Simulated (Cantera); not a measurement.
A perfectly stirred reactor is fed with C2H6 : N2 = 1 : 28 (molar parts), at 2670 Pa; it is held at 1550 K, and followed from long to short residence time.

Detailed kinetics in Cantera: GRI-Mech 3.0 (53 species, 325 reactions). GRI-Mech 3.0 stops at C3 and has no aromatics, soot or wall deposition, so with more carbon than oxygen in the feed, carbon stays in small species such as C2H2 where larger ones or solid carbon would form. Radical loss at walls, strong at low pressure, is not modelled.

### Question
What does this change do: temperature 1550 to 1050 K?

### Answer
```
quantity                 before     after
----------------------  -------  --------
x(C2H6) at τ = 8.20 s   8.99e-6   0.00936
x(CH2) at τ = 8.20 s    2.26e-7  1.89e-11
x(HCN) at τ = 8.20 s    2.01e-5  1.20e-12
x(C2H2) at τ = 8.20 s    0.0310   0.00302
x(C2H4) at τ = 8.20 s   5.93e-5    0.0200
x(C2H6) at τ = 32.0 ms  0.00134    0.0344
x(CH2) at τ = 32.0 ms   3.99e-6  2.92e-12
x(HCN) at τ = 32.0 ms   2.84e-6    <1e-12
x(C2H2) at τ = 32.0 ms   0.0212   1.52e-8
x(C2H4) at τ = 32.0 ms  0.00452   6.81e-5
```

### Question
What does this change do: temperature 1550 to 2000 K?

### Answer
| quantity | before | after |
|---|---|---|
| x(C2H6) at τ = 8.20 s | 8.99e-6 | 1.47e-7 |
| x(CH2) at τ = 8.20 s | 2.26e-7 | 2.59e-6 |
| x(HCN) at τ = 8.20 s | 2.01e-5 | 0.00859 |
| x(C2H2) at τ = 8.20 s | 0.0310 | 0.0278 |
| x(C2H4) at τ = 8.20 s | 5.93e-5 | 1.01e-6 |
| x(C2H6) at τ = 32.0 ms | 0.00134 | 4.05e-5 |
| x(CH2) at τ = 32.0 ms | 3.99e-6 | 3.41e-5 |
| x(HCN) at τ = 32.0 ms | 2.84e-6 | 0.000453 |
| x(C2H2) at τ = 32.0 ms | 0.0212 | 0.0297 |
| x(C2H4) at τ = 32.0 ms | 0.00452 | 0.000243 |
